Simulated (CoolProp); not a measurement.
Computed with CoolProp (reference Helmholtz-energy equation of state, Leachman 2009).

**Question.** Give the vapour pressure (MPa), liquid density (kg/m³), vapour density (kg/m³), enthalpy of vaporisation (kJ/kg) of saturated normal hydrogen at -249.45, -243.75, -240.85 °C.

**Answer.** 
```json
[
 {"T (°C)": "-249.45", "p (MPa)": "0.241", "liquid density (kg/m³)": "66.6", "vapour density (kg/m³)": "2.96", "enthalpy of vaporisation (kJ/kg)": "424"},
 {"T (°C)": "-243.75", "p (MPa)": "0.729", "liquid density (kg/m³)": "56.1", "vapour density (kg/m³)": "9.26", "enthalpy of vaporisation (kJ/kg)": "320"},
 {"T (°C)": "-240.85", "p (MPa)": "1.15", "liquid density (kg/m³)": "45.3", "vapour density (kg/m³)": "18.0", "enthalpy of vaporisation (kJ/kg)": "182"}
]
```
